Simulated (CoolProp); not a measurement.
n-perfluorohexane along the isotherm 450 K: Z from the reference equation and from simpler models built on Tc = 448.0 K, pc = 1742 kPa, ω = 0.497; each cubic takes its own stable root.

The numbers come from the reference Helmholtz-energy equation of state, Gao 2022 in CoolProp.

```
p (kPa)          phase  reference  van der Waals  Peng-Robinson
-------  -------------  ---------  -------------  -------------
8.26               gas     0.9984         0.9986         0.9982
17                 gas     0.9966         0.9971         0.9963
34.8               gas     0.9931         0.9941         0.9925
71.5               gas     0.9857         0.9878         0.9846
147                gas     0.9703         0.9747         0.9680
302                gas     0.9375         0.9467              ?
619                gas          ?              ?         0.8573
1270               gas          ?              ?         0.6691
2610     supercritical     0.2294              ?              ?
```

Question: What belongs in the gaps?

Answer: 
- 302, Peng-Robinson: 0.9331
- 619, reference: 0.8645
- 619, van der Waals: 0.8846
- 1270, reference: 0.6732
- 1270, van der Waals: 0.7211
- 2610, van der Waals: 0.3501
- 2610, Peng-Robinson: 0.2650
